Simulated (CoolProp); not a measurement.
Ethanol along the isobar 7490 kPa: Z from the reference equation and from simpler models built on Tc = 241.6 °C, pc = 6268 kPa, ω = 0.644; each cubic takes its own stable root.

Values from CoolProp's reference Helmholtz-energy equation of state, Schroeder 2014.

```json
[
 {"T (°C)": "-31.95", "phase": "liquid", "reference": "0.2052"},
 {"T (°C)": "-7.35", "phase": "liquid", "reference": "0.1909"},
 {"T (°C)": "17.25", "phase": "liquid", "reference": "0.1791"},
 {"T (°C)": "41.85", "phase": "liquid", "reference": "0.1694"},
 {"T (°C)": "66.35", "phase": "liquid", "reference": "0.1616"},
 {"T (°C)": "90.95", "phase": "liquid", "reference": "0.1554"},
 {"T (°C)": "115.55", "phase": "liquid", "reference": "0.1508"},
 {"T (°C)": "140.15", "phase": "liquid", "reference": "0.1480"},
 {"T (°C)": "164.75", "phase": "liquid", "reference": "0.1473"}
]
```

Question: How far does each simpler model (Redlich-Kwong, Soave-Redlich-Kwong) lie from the reference over these 9 states: mean and median of the absolute difference, and the worst?

Answer: 
- Redlich-Kwong: mean 28.4 %, median 27.6 %, worst +34.6 % at 164.75 °C and 7490 kPa
- Soave-Redlich-Kwong: mean 19.3 %, median 18.7 %, worst +22.8 % at 164.75 °C and 7490 kPa
